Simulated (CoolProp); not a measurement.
Aqueous magnesium chloride as a coolant, 29 % by mass, freezing at -86.3 °C, 1 atm.

Values from CoolProp's Melinder's fits for secondary coolants.

```
T (°C)  viscosity (mPa s)  density (kg/m³)  conductivity (W/(m K))  Prandtl number
------  -----------------  ---------------  ----------------------  --------------
-29.1              118000             1339                   0.348      (withheld)
-24.1               65800             1335                   0.366          486000
-19.1               37100             1330                   0.383      (withheld)
-14.2               21500             1325                   0.399          145000
-9.2           (withheld)             1320              (withheld)           81000
-4.3                 7550             1314                   0.430      (withheld)
0.7                  4650             1308                   0.444      (withheld)
5.7                  2970             1301                   0.459           17300
10.6                 2000             1296                   0.472           11200
15.6                 1390             1290                   0.486            7570
20.5                 1030             1285                   0.499            5420
25.5                  802             1280                   0.512            4090
30.5                  666       (withheld)                   0.524            3280
```

### Question
What belongs in the gaps?

### Answer

- -29.1, Prandtl number: 915000
- -19.1, Prandtl number: 261000
- -9.2, viscosity (mPa s): 12500
- -9.2, conductivity (W/(m K)): 0.415
- -4.3, Prandtl number: 47100
- 0.7, Prandtl number: 28000
- 30.5, density (kg/m³): 1275
